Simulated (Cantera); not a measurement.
Input: 1 mol SiO₂, 3.3 mol HCl, 18 mol O₂, equilibrated at 1352 °C and 1000 Pa.

Cantera equilibrium calculation (NASA polynomials, part measured and part estimated; ideal gas, pure solids and liquids). The tables hold silica as quartz up to 1696 K and as liquid above; real silica turns to tridymite and cristobalite and melts near 1996 K. The numbers say what is thermodynamically allowed, not how fast it happens.

```tsv
species	before	after
O₂	0.825	0.816
HCl	0.109	0.0919
Cl	0.0417	0.0597
H₂O	0.0218	0.0294
H	1.03e-6	1.46e-5
H₂	2.12e-6	1.72e-5
O	0.000177	0.00108
OH	0.000444	0.00164
Cl₂	0.00108	0.000364
ClO	8.04e-5	9.62e-5
SiO₂(β-quartz), mol	1.00	0
SiO₂(condensed), mol	0	1.000
```
Gas species are given as mole fractions.

Task: Which change was made?
A) temperature from 1352 °C to 1525 °C
B) temperature from 1352 °C to 1452 °C
C) HCl from 3.3 to 46 mol
D) pressure from 1000 Pa to 133 Pa

Result: A, temperature from 1352 °C to 1525 °C
